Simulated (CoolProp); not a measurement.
Properties of n-decane along the isobar 0.101 MPa (Tc = 617.7 K, pc = 2.101 MPa, ω = 0.488).

The numbers come from the reference Helmholtz-energy equation of state, Lemmon 2006 in CoolProp. It is a short technical equation, of lower accuracy than the large ones.

```json
[
 {"T (K)": "324", "phase": "liquid", "speed of sound (m/s)": "1133", "Joule-Thomson coefficient (K/MPa)": "-0.3966", "isothermal compressibility (1/MPa)": "0.001347", "viscosity (µPa s)": "604", "conductivity (mW/(m K))": "123"},
 {"T (K)": "334", "phase": "liquid", "speed of sound (m/s)": "1096", "Joule-Thomson coefficient (K/MPa)": "-0.3838", "isothermal compressibility (1/MPa)": "0.001450", "viscosity (µPa s)": "538", "conductivity (mW/(m K))": "120"},
 {"T (K)": "344", "phase": "liquid", "speed of sound (m/s)": "1059", "Joule-Thomson coefficient (K/MPa)": "-0.3707", "isothermal compressibility (1/MPa)": "0.001564", "viscosity (µPa s)": "482", "conductivity (mW/(m K))": "118"},
 {"T (K)": "353.9", "phase": "liquid", "speed of sound (m/s)": "1023", "Joule-Thomson coefficient (K/MPa)": "-0.3571", "isothermal compressibility (1/MPa)": "0.001689", "viscosity (µPa s)": "436", "conductivity (mW/(m K))": "116"},
 {"T (K)": "363.9", "phase": "liquid", "speed of sound (m/s)": "987.9", "Joule-Thomson coefficient (K/MPa)": "-0.3429", "isothermal compressibility (1/MPa)": "0.001828", "viscosity (µPa s)": "396", "conductivity (mW/(m K))": "113"},
 {"T (K)": "373.8", "phase": "liquid", "speed of sound (m/s)": "953.2", "Joule-Thomson coefficient (K/MPa)": "-0.3282", "isothermal compressibility (1/MPa)": "0.001981", "viscosity (µPa s)": "361", "conductivity (mW/(m K))": "111"},
 {"T (K)": "383.8", "phase": "liquid", "speed of sound (m/s)": "918.6", "Joule-Thomson coefficient (K/MPa)": "-0.3127", "isothermal compressibility (1/MPa)": "0.002154", "viscosity (µPa s)": "331", "conductivity (mW/(m K))": "108"},
 {"T (K)": "393.8", "phase": "liquid", "speed of sound (m/s)": "884.3", "Joule-Thomson coefficient (K/MPa)": "-0.2962", "isothermal compressibility (1/MPa)": "0.002348", "viscosity (µPa s)": "304", "conductivity (mW/(m K))": "106"},
 {"T (K)": "403.7", "phase": "liquid", "speed of sound (m/s)": "850.6", "Joule-Thomson coefficient (K/MPa)": "-0.2790", "isothermal compressibility (1/MPa)": "0.002565", "viscosity (µPa s)": "281", "conductivity (mW/(m K))": "104"},
 {"T (K)": "413.7", "phase": "liquid", "speed of sound (m/s)": "816.8", "Joule-Thomson coefficient (K/MPa)": "-0.2603", "isothermal compressibility (1/MPa)": "0.002814", "viscosity (µPa s)": "260", "conductivity (mW/(m K))": "102"},
 {"T (K)": "423.7", "phase": "liquid", "speed of sound (m/s)": "783.1", "Joule-Thomson coefficient (K/MPa)": "-0.2402", "isothermal compressibility (1/MPa)": "0.003100", "viscosity (µPa s)": "241", "conductivity (mW/(m K))": "99.7"},
 {"T (K)": "433.6", "phase": "liquid", "speed of sound (m/s)": "749.7", "Joule-Thomson coefficient (K/MPa)": "-0.2184", "isothermal compressibility (1/MPa)": "0.003425", "viscosity (µPa s)": "224", "conductivity (mW/(m K))": "97.7"},
 {"T (K)": "443.6", "phase": "liquid", "speed of sound (m/s)": "716.1", "Joule-Thomson coefficient (K/MPa)": "-0.1943", "isothermal compressibility (1/MPa)": "0.003808", "viscosity (µPa s)": "208", "conductivity (mW/(m K))": "95.7"},
 {"T (K)": "453.5", "phase": "gas", "speed of sound (m/s)": "155.5", "Joule-Thomson coefficient (K/MPa)": "27.85", "isothermal compressibility (1/MPa)": "10.57", "viscosity (µPa s)": "7.82", "conductivity (mW/(m K))": "21.9"},
 {"T (K)": "463.5", "phase": "gas", "speed of sound (m/s)": "158.0", "Joule-Thomson coefficient (K/MPa)": "25.35", "isothermal compressibility (1/MPa)": "10.51", "viscosity (µPa s)": "8.00", "conductivity (mW/(m K))": "22.9"}
]
```

Viscosity comes from a separate model (Huber 2004). Thermal conductivity comes from a separate model (Huber 2005).
